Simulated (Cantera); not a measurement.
An isothermal, constant-pressure homogeneous reactor starts with 3.20 % H₂, 37.2 % O₂, 59.6 % N₂, at 1325 K and 810 Pa.

Computed with Cantera and GRI-Mech 3.0 (53 species, 325 reactions). Radical loss at walls, strong at low pressure, is not modelled.

Predict: x(H₂) at 1.00 s; x(O₂) at 1.00 s; x(H₂O₂) at 1.00 s; x(NO) at 1.00 s.


```
Quantity                                              Value
-----------------  ----------------------------------------
x(H₂) at 1.00 s    0.000115 (gas-phase equilibrium 8.11e-8)
x(O₂) at 1.00 s         0.360 (gas-phase equilibrium 0.362)
x(H₂O₂) at 1.00 s  1.42e-8 (gas-phase equilibrium 1.17e-10)
x(NO) at 1.00 s    1.21e-6 (gas-phase equilibrium 0.000537)
```
